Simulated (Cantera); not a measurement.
Mixture: 40.3 % H2, 12.6 % O2, 47.1 % N2, at 71000 Pa, adiabatic and at constant pressure. Ignition delay is the time to a rise of 400 K.

Computed with Cantera and the H2/O2 subset of GRI-Mech 3.0, which has no nitrogen chemistry. Where the delays flatten at high temperature, the 400 K rule measures the pace of heat release, not the induction time.

Problem. Predict: delay at 1200 K; delay at 1275 K; delay at 1350 K; delay at 1425 K; delay at 1500 K; delay at 1575 K; delay at 1650 K.

Solution. 
```
Quantity          Result
---------------  -------
delay at 1200 K  69.9 µs
delay at 1275 K  50.2 µs
delay at 1350 K  39.0 µs
delay at 1425 K  32.5 µs
delay at 1500 K  28.8 µs
delay at 1575 K  26.9 µs
delay at 1650 K  26.2 µs
```
